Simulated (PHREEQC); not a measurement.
# Silver or lead bath

A solution holds 0.0088 mol/kgw Pb(NO3)2, 0.00022 mol/kgw HNO3 and 0.049 mol/kgw Na2SO4, at 20 °C. Closed to the air; pH follows from the charge balance.

The numbers come from PHREEQC with the ion-association model, phreeqc.dat.

| Property | Value |
|---|---|
| pH | 4.08 |
| ionic strength | 0.137 mol/kgw |
| specific conductance | 8010 µS/cm |
| density | 1.007 g/cm³ |
| total alkalinity | -0.220 meq/kg |

```
species     molality  activity   log γ
----------  --------  --------  ------
Na+           0.0925    0.0712  -0.114
SO4-2         0.0361    0.0122  -0.471
NO3-          0.0176    0.0129  -0.137
NaSO4-       0.00547   0.00421  -0.113
PbSO4        0.00528   0.00545   0.014
Pb+2         0.00231  0.000795  -0.463
Pb(SO4)2-2   0.00101  0.000349  -0.463
PbNO3+      0.000197  0.000151  -0.116
HSO4-       0.000117   8.96e-5  -0.116
```

Precipitation was switched off in this run. The solution is supersaturated, for example in Anglesite, so a real one may precipitate; this is no full list.
